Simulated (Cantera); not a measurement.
Input: 1 mol SiCl₄, 2.1 mol Cl₂, 1 mol H₂, held at 1100 K and 21000 Torr.

Method: chemical equilibrium by Gibbs-energy minimisation in Cantera with the NASA 1993 tables (ideal gas, pure condensed phases). Candidate condensed phases: Si; 19 gas species. Kinetics and transport are ignored.

Base state: HCl 0.488, Cl₂ 0.268, SiCl₄ 0.244, Cl 0.000148 (mole fractions); condensed: gas only.

What changes in the equilibrium state with this change: temperature from 1100 K to 1573.15 K?


```json
[
 {"species": "HCl", "before": "0.488", "after": "0.486"},
 {"species": "Cl₂", "before": "0.268", "after": "0.263"},
 {"species": "SiCl₄", "before": "0.244", "after": "0.243"},
 {"species": "Cl", "before": "0.000148", "after": "0.00905"}
]
```
